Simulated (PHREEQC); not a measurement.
Consider water at 25 °C with 63 mmol/kgw Ba(OH)2 and 20 mmol/kgw KBr. Closed to the air; pH follows from the charge balance.

The numbers come from PHREEQC with the ion-association model, wateq4f.dat.

```json
{
  "pH": "12.93",
  "ionic_strength": "0.196 mol/kgw",
  "total_alkalinity": "126 meq/kg"
}
```

```json
[
 {"species": "OH-", "molality": "0.119", "activity": "0.0846", "log γ": "-0.150"},
 {"species": "Ba+2", "molality": "0.0564", "activity": "0.0169", "log γ": "-0.523"},
 {"species": "Br-", "molality": "0.0200", "activity": "0.0149", "log γ": "-0.127"},
 {"species": "K+", "molality": "0.0200", "activity": "0.0143", "log γ": "-0.147"},
 {"species": "BaOH+", "molality": "0.00656", "activity": "0.00485", "log γ": "-0.131"}
]
```

This is a speciation only: nothing precipitates in the calculation. Species that the database lacks are ignored.
